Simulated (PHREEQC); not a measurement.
Solution (25 °C): 0.0023 mol/kgw CuCl2, 0.00072 mol/kgw HNO3 and 0.12 mol/kgw H3BO3. Closed to the air; pH follows from the charge balance.

Model: ion-association model, wateq4f.dat, run in PHREEQC.

The pH is 3.18 and the ionic strength is 0.00758 mol/kgw. The total alkalinity comes out as -0.720 meq/kg.

```
species  molality  activity   log γ
-------  --------  --------  ------
H3BO3       0.120     0.120   0.001
Cl-       0.00458   0.00417  -0.040
Cu+2      0.00228   0.00161  -0.152
H+       0.000720  0.000664  -0.035
NO3-     0.000720  0.000655  -0.041
CuCl+     1.98e-5   1.81e-5  -0.040
H2BO3-    1.15e-7   1.04e-7  -0.041
CuCl2     4.04e-8   4.05e-8   0.001
```

This is a speciation only: nothing precipitates in the calculation.
